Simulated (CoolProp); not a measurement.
Vapour-liquid equilibrium of hydrogen sulfide (1) + benzene (2) at 61.25 °C; x and y are mole fractions of (1).

The numbers come from the multi-fluid Helmholtz-energy mixture model, Lemmon 2006 and Thol 2012; pair parameters Bell 2016 in CoolProp.

### Question
Give the bubble pressure and the first vapour's composition at x = 0.15, 0.45, 0.75. Is there an azeotrope?

### Answer
x = 0.15: 0.5751 MPa, y = 0.908; x = 0.45: 1.686 MPa, y = 0.973; x = 0.75: 3.033 MPa, y = 0.990. No azeotrope shows between x = 0.05 and 0.95.

The pair parameters rest on a limited set of measurements; away from them the model extrapolates.
